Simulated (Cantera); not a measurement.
A perfectly stirred reactor is fed with H2 : O2 = 0.14 : 1 (molar parts), at 0.00740 atm; it is held at 1300 K, and followed from long to short residence time.

Model: the H2/O2 subset of GRI-Mech 3.0, which has no nitrogen chemistry, integrated in Cantera. Radical loss at walls, strong at low pressure, is not modelled. The temperature is held fixed by assumption; the heat of reaction is taken as removed at once.

Question: What does this change do: pressure from 0.00740 atm to 0.0197 atm?

Answer: 
```json
[
 {"quantity": "x(H2) at τ = 0.490 s", "before": "0.00116", "after": "0.000431"},
 {"quantity": "x(O2) at τ = 0.490 s", "before": "0.853", "after": "0.864"},
 {"quantity": "x(HO2) at τ = 0.490 s", "before": "2.24e-6", "after": "3.53e-6"},
 {"quantity": "x(H2O) at τ = 0.490 s", "before": "0.124", "after": "0.128"},
 {"quantity": "x(H) at τ = 0.490 s", "before": "0.00303", "after": "0.000477"},
 {"quantity": "x(H2) at τ = 29.0 ms", "before": "0.00430", "after": "0.00230"},
 {"quantity": "x(O2) at τ = 29.0 ms", "before": "0.812", "after": "0.843"},
 {"quantity": "x(HO2) at τ = 29.0 ms", "before": "2.87e-6", "after": "6.87e-6"},
 {"quantity": "x(H2O) at τ = 29.0 ms", "before": "0.106", "after": "0.120"},
 {"quantity": "x(H) at τ = 29.0 ms", "before": "0.0201", "after": "0.00628"}
]
```
